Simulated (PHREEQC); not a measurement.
## Copper plating or etch bath with silver or lead bath: an equilibrium model

Solution A (0.068 mol/kgw Cu(NO3)2, 0.00035 mol/kgw HBF4 and 0.0011 mol/kgw FeCl3) is mixed with solution B (1.7 mmol/kgw Ag2SO4 and 0.79 mmol/kgw KNO3) at 25 °C; shares are by mass of water, 1 kg in all. Oxygen is held at 0.21 atm. CO2 from the air is kept out. The run lets Fe(OH)3(a), Tenorite, Brochantite, Antlerite, Atacamite, Cu2(OH)3NO3, Cerargyrite, Ag2O, Ag2SO4, Jarosite-K, Chalcanthite, CuF2:2H2O precipitate or redissolve, and no other solid.

Equilibrium calculation in PHREEQC: ion-association model, wateq4f.dat.

Task: Predict pH, Cerargyrite (mol), Jarosite-K (mol) at share of solution B = 0.3, 0.6, 0.8.

Result: 
| share of solution B | pH | Cerargyrite (mol) | Jarosite-K (mol) |
|---|---|---|---|
| 0.3 | 3.08 | 0.00102 | 0 |
| 0.6 | 3.24 | 0.00132 | 2.20e-5 |
| 0.8 | 3.43 | 0.000660 | 2.96e-5 |

Real BF4- forms and hydrolyses slowly; the run takes it at equilibrium. Fluoro complexes past AlF4- and FeF3 are missing from the database.
